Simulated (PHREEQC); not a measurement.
A solution holds 43 mmol/kgw CaCl2 and 0.059 mmol/kgw NaHCO3, at 20 °C. Closed to the air; pH follows from the charge balance.

Equilibrium calculation in PHREEQC: ion-association model, phreeqc.dat.

```tsv
quantity	before	after
pH	7.61	8.08
ionic strength (mol/kgw)	0.129	5.93e-5
HCO3- (mol/kgw)	4.67e-5	5.76e-5
CO2 (mol/kgw)	2.10e-6	1.13e-6
CO3-2 (mol/kgw)	1.72e-7	3.02e-7
NaHCO3 (mol/kgw)	9.27e-10	1.93e-9
```

What was changed between the two runs?
(A) CaCl2 from 0.043 to 0.0645 mol/kgw
(B) temperature from 20 to 15 °C
(C) temperature from 20 to 65 °C
(D) CaCl2 left out
(E) diluted 5-fold with water

D, CaCl2 left out

No solid was allowed to form.
